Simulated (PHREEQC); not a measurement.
Solution (25 °C): 0.033 mol/kgw NaHSO4 and 0.38 mol/kgw K2HPO4. Closed to the air; pH follows from the charge balance.

All values are PHREEQC results (ion-association model, phreeqc.dat), not measurements.

```csv
quantity,before,after
pH,7.55,6.63
ionic strength (mol/kgw),1.02,1.08
NaSO4- (mol/kgw),0.000490,0.0115
```

### Question
What was changed between the two runs?
(A) K2HPO4 left out
(B) NaHSO4 from 0.033 to 0.165 mol/kgw
(C) K2HPO4 replaced by NaH2PO4 at the same molality
(D) K2HPO4 from 0.38 to 0.19 mol/kgw
(E) K2HPO4 replaced by KOH at the same molality

### Answer
B, NaHSO4 from 0.033 to 0.165 mol/kgw

No solid was allowed to form. The ionic strength passes 0.7 mol/kgw, the rough limit of the ion-association models, in every such run.
